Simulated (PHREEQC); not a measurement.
Alkaline etch or developer (model solution)

A solution holds 0.045 mol KOH and 0.0025 mol Na2SiO3 per kg of water, at 25 °C. Closed to the air; pH follows from the charge balance.

The numbers come from PHREEQC with the ion-association model, phreeqc.dat.

Precipitation was switched off in this run.

What pH, density does the model give?

pH 12.57; density 1.000 g/cm³.

In which forms is Si present?

H3SiO4- 69 %, H2SiO4-2 31 % of the Si.
